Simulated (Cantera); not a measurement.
A Cantera script and what it prints.

```python
import numpy as np
import cantera as ct

gas_names = """
    AL ALH ALN AL2 H H2 N NH NH2 NH3 N2 N2H2 N2H4
""".split()
cond_names = """
    AL(cr) AL(L) ALN(s)
""".split()


# ... load() reads the species with a 1 bar reference pressure and builds the phases ...
atoms = {
    'AlN': {'AL': 1, 'N': 1},
    'H2': {'H': 2},
}
top_T = {'ALN(s)': 2750}  # K; cautious upper limits of use, not melting points


# ... equilibrate(T, P, feed) seeds the gas with the atoms and calls Mixture.equilibrate('TP', solver="vcs", rtol=1e-11, max_steps=5000) ...
results = []
feed = {'AlN': 1, 'H2': 260}  # mol
for P in [1, 3.2, 10, 32, 100, 320, 1000, 3200, 10000, 32000, 100000]:
    for T in [1298, 1323, 1348, 1373, 1398, 1423, 1448, 1473, 1498, 1523]:
        mix = equilibrate(T, P, feed)
        results.append((T, P, feed, dict(zip(mix.species_names, mix.species_moles))))

for T, P, feed, n in results:
    print(f"{T:7g} {P:10.4g}  " + (" + ".join(c for c in cond_names if n.get(c, 0) > 1e-12) or "gas only"))
```

Output:

```
   1298          1  ALN(s)
   1323          1  ALN(s)
   1348          1  ALN(s)
   1373          1  ALN(s)
   1398          1  ALN(s)
   1423          1  ALN(s)
   1448          1  gas only
   1473          1  gas only
   1498          1  gas only
   1523          1  gas only
   1298        3.2  ALN(s)
   1323        3.2  ALN(s)
   1348        3.2  ALN(s)
   1373        3.2  ALN(s)
   1398        3.2  ALN(s)
   1423        3.2  ALN(s)
   1448        3.2  ALN(s)
   1473        3.2  ALN(s)
   1498        3.2  gas only
   1523        3.2  gas only
   1298         10  ALN(s)
   1323         10  ALN(s)
   1348         10  ALN(s)
   1373         10  ALN(s)
   1398         10  ALN(s)
   1423         10  ALN(s)
   1448         10  ALN(s)
   1473         10  ALN(s)
   1498         10  ALN(s)
   1523         10  ALN(s)
   1298         32  ALN(s)
   1323         32  ALN(s)
   1348         32  ALN(s)
   1373         32  ALN(s)
   1398         32  ALN(s)
   1423         32  ALN(s)
   1448         32  ALN(s)
   1473         32  ALN(s)
   1498         32  ALN(s)
   1523         32  ALN(s)
   1298        100  ALN(s)
   1323        100  ALN(s)
   1348        100  ALN(s)
   1373        100  ALN(s)
   1398        100  ALN(s)
   1423        100  ALN(s)
   1448        100  ALN(s)
   1473        100  ALN(s)
   1498        100  ALN(s)
   1523        100  ALN(s)
   1298        320  ALN(s)
   1323        320  ALN(s)
   1348        320  ALN(s)
   1373        320  ALN(s)
   1398        320  ALN(s)
   1423        320  ALN(s)
   1448        320  ALN(s)
   1473        320  ALN(s)
   1498        320  ALN(s)
   1523        320  ALN(s)
   1298       1000  ALN(s)
   1323       1000  ALN(s)
   1348       1000  ALN(s)
   1373       1000  ALN(s)
   1398       1000  ALN(s)
   1423       1000  ALN(s)
   1448       1000  ALN(s)
   1473       1000  ALN(s)
   1498       1000  ALN(s)
   1523       1000  ALN(s)
   1298       3200  ALN(s)
   1323       3200  ALN(s)
   1348       3200  ALN(s)
   1373       3200  ALN(s)
   1398       3200  ALN(s)
   1423       3200  ALN(s)
   1448       3200  ALN(s)
   1473       3200  ALN(s)
   1498       3200  ALN(s)
   1523       3200  ALN(s)
   1298      1e+04  ALN(s)
   1323      1e+04  ALN(s)
   1348      1e+04  ALN(s)
   1373      1e+04  ALN(s)
   1398      1e+04  ALN(s)
   1423      1e+04  ALN(s)
   1448      1e+04  ALN(s)
   1473      1e+04  ALN(s)
   1498      1e+04  ALN(s)
   1523      1e+04  ALN(s)
   1298    3.2e+04  ALN(s)
   1323    3.2e+04  ALN(s)
   1348    3.2e+04  ALN(s)
   1373    3.2e+04  ALN(s)
   1398    3.2e+04  ALN(s)
   1423    3.2e+04  ALN(s)
   1448    3.2e+04  ALN(s)
   1473    3.2e+04  ALN(s)
   1498    3.2e+04  ALN(s)
   1523    3.2e+04  ALN(s)
   1298      1e+05  ALN(s)
   1323      1e+05  ALN(s)
   1348      1e+05  ALN(s)
   1373      1e+05  ALN(s)
   1398      1e+05  ALN(s)
   1423      1e+05  ALN(s)
   1448      1e+05  ALN(s)
   1473      1e+05  ALN(s)
   1498      1e+05  ALN(s)
   1523      1e+05  ALN(s)
```

These are equilibrium values from Cantera (NASA tables, ideal gas, pure condensed phases), not measurements of a reactor.
